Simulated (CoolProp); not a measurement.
Model: reference Helmholtz-energy equation of state, Lemmon 2006, in CoolProp. It is a short technical equation, of lower accuracy than the large ones.

Problem. For nitrous oxide, give the phase and the cp (kJ/(kg K)), cv (kJ/(kg K)), speed of sound (m/s) at 226.85 °C and 5.74 bar.

Solution. 
- 226.85 °C and 5.74 bar: gas; cp 1.05, cv 0.855, speed of sound 339
